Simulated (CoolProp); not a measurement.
R125 at 449.63 K and 6.98 MPa is throttled through a valve to 0.145 MPa with no heat exchange. Each further row changes one setting.

The numbers come from the reference Helmholtz-energy equation of state, Lemmon 2005 in CoolProp.

| case | temperature change (K) | final density (kg/m³) |
|---|---|---|
| as stated | -32.4 | 5.05 |
| outlet pressure 0.0435 MPa | -32.9 | 1.51 |
| outlet pressure 0.189 MPa | -32.2 | 6.59 |
